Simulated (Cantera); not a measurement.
Equilibrium for silicon carbide growth: Si(CH3)4 + CH4 + H2

A closed system holds: 1 mol Si(CH3)4, 0.026 mol CH4, 550 mol H2, equilibrated at 0.310 bar.

Equilibrium computed with Cantera from the NASA thermochemical tables; the gas is ideal and each condensed phase is pure. Candidate condensed phases: C, C6H6, C7H8, C8H18, Si, SiC; 87 gas species. Gases not in the tables: Si2H6 and higher silanes. The numbers say what is thermodynamically allowed, not how fast it happens.

From 973 K to 1123 K the condensed part is SiC(s). From 1273 K to 2173 K the condensed part is C(graphite) + SiC(s). At 2323 K the condensed part is SiC(s). From 2473 K to 2623 K nothing is condensed.

| T (K) | x H2 | x H | x CH4 | x C2H2 (acetylene) | x Si | x SiH | n SiC(s) | n C(graphite) |
|---|---|---|---|---|---|---|---|---|
| 973 | 0.995 | 1.94e-9 | 0.00547 | 1.03e-11 | <1e-12 | <1e-12 | 1.00 | 0 |
| 1123 | 0.995 | 7.63e-8 | 0.00547 | 8.09e-9 | <1e-12 | <1e-12 | 1.00 | 0 |
| 1273 | 0.997 | 1.28e-6 | 0.00290 | 3.71e-7 | <1e-12 | <1e-12 | 1.00 | 1.42 |
| 1423 | 0.999 | 1.19e-5 | 0.00118 | 3.43e-6 | 2.62e-11 | 6.53e-11 | 1.000 | 2.37 |
| 1573 | 0.999 | 7.30e-5 | 0.000568 | 2.06e-5 | 1.70e-9 | 2.27e-9 | 1.000 | 2.69 |
| 1723 | 0.999 | 0.000327 | 0.000311 | 9.04e-5 | 5.29e-8 | 4.23e-8 | 1.000 | 2.75 |
| 1873 | 0.998 | 0.00116 | 0.000188 | 0.000312 | 9.44e-7 | 4.90e-7 | 0.998 | 2.57 |
| 2023 | 0.996 | 0.00340 | 0.000123 | 0.000889 | 1.09e-5 | 3.91e-6 | 0.987 | 1.97 |
| 2173 | 0.989 | 0.00862 | 8.45e-5 | 0.00218 | 9.01e-5 | 2.33e-5 | 0.912 | 0.601 |
| 2323 | 0.976 | 0.0193 | 4.91e-5 | 0.00311 | 0.000694 | 0.000135 | 0.371 | 0 |
| 2473 | 0.956 | 0.0392 | 2.68e-5 | 0.00336 | 0.00127 | 0.000190 | 0 | 0 |
| 2623 | 0.922 | 0.0726 | 1.48e-5 | 0.00331 | 0.00138 | 0.000163 | 0 | 0 |
x: gas mole fraction; n: condensed amount in mol.
